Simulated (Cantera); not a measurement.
## Silicon epitaxy and polysilicon growth: SiH4 + Cl2 + H2

Feed: 1 mol SiH4, 0.61 mol Cl2, a varied amount of H2, equilibrated at 1298.15 K and 0.0380 bar.

Cantera equilibrium calculation (NASA polynomials, part measured and part estimated; ideal gas, pure solids and liquids). Candidate condensed phases: Si; 19 gas species. The tables' values for SiCl3 are old estimates; treat these amounts as uncertain. Rates play no part.

| n(H2) (mol) | x H2 | x HCl | x SiCl2 | x SiCl4 | n Si(s) |
|---|---|---|---|---|---|
| 5.5 | 0.891 | 0.0802 | 0.0192 | 0.00400 | 0.767 |
| 7.6 | 0.909 | 0.0705 | 0.0145 | 0.00229 | 0.790 |
| 10 | 0.923 | 0.0620 | 0.0111 | 0.00133 | 0.812 |
| 14 | 0.939 | 0.0517 | 0.00756 | 0.000620 | 0.840 |
| 19 | 0.951 | 0.0427 | 0.00511 | 0.000283 | 0.866 |
| 26 | 0.962 | 0.0344 | 0.00327 | 0.000116 | 0.891 |
| 36 | 0.971 | 0.0269 | 0.00198 | 4.25e-5 | 0.914 |
| 49 | 0.978 | 0.0209 | 0.00119 | 1.54e-5 | 0.933 |
| 67 | 0.983 | 0.0160 | 0.000692 | 5.20e-6 | 0.948 |
| 91 | 0.987 | 0.0122 | 0.000399 | 1.73e-6 | 0.961 |
| 120 | 0.990 | 0.00944 | 0.000240 | 6.22e-7 | 0.969 |
| 170 | 0.993 | 0.00681 | 0.000124 | 1.67e-7 | 0.978 |
| 230 | 0.995 | 0.00510 | 6.96e-5 | 5.25e-8 | 0.983 |
x: gas mole fraction; n: condensed amount in mol.

From 5.5 mol H2 to 230 mol H2 the condensed part is Si(s). The main Si-bearing gas is SiCl2 throughout. The share of Si in condensed phases is highest at 230 mol H2 (98.3 %) and lowest at 5.5 mol H2 (76.7 %).
